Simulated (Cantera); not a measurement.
An adiabatic, constant-pressure homogeneous reactor starts with 8.18 % CH4, 18.2 % O2, 68.4 % N2, 5.24 % CO2, at 1575 K and 0.780 bar.

Cantera simulation using GRI-Mech 3.0 (53 species, 325 reactions); the numbers are that mechanism's predictions, not measurements.

x: mole fraction; the columns are a selection and need not sum to one.

```tsv
t (s)	T (K)	x CH4	x O2	x CO2	x H2	x OH	x C2H2	x CH2O
1.00e-6	1575	0.0818	0.182	0.0524	3.36e-8	1.49e-8	<1e-12	6.61e-10
3.51e-6	1575	0.0818	0.182	0.0524	1.68e-7	3.01e-8	<1e-12	1.07e-8
1.23e-5	1575	0.0818	0.182	0.0524	6.80e-7	4.66e-8	<1e-12	1.59e-7
4.33e-5	1575	0.0818	0.182	0.0524	?	?	3.77e-12	?
0.000152	1575	0.0817	0.182	0.0524	2.28e-5	5.60e-7	1.45e-9	5.00e-5
0.000534	1590	0.0769	0.179	0.0523	0.00121	1.10e-5	2.83e-6	0.00140
0.00187	2645	<1e-12	0.0355	0.0881	0.00967	0.0178	<1e-12	1.24e-10
0.00658	2639	<1e-12	0.0330	0.0883	0.00970	0.0172	<1e-12	1.25e-10
0.0231	2636	<1e-12	0.0319	0.0883	0.00973	0.0169	<1e-12	1.25e-10
0.0811	2636	<1e-12	0.0319	0.0883	0.00973	0.0169	<1e-12	1.25e-10
0.285	2636	<1e-12	0.0319	0.0883	0.00973	0.0169	<1e-12	1.25e-10
1.00	2636	<1e-12	0.0319	0.0883	0.00973	0.0169	<1e-12	1.25e-10
```

**Question.** Fill in the missing entries.

**Answer.** 
- 4.33e-5, x H2: 2.97e-6
- 4.33e-5, x OH: 1.20e-7
- 4.33e-5, x CH2O: 2.47e-6
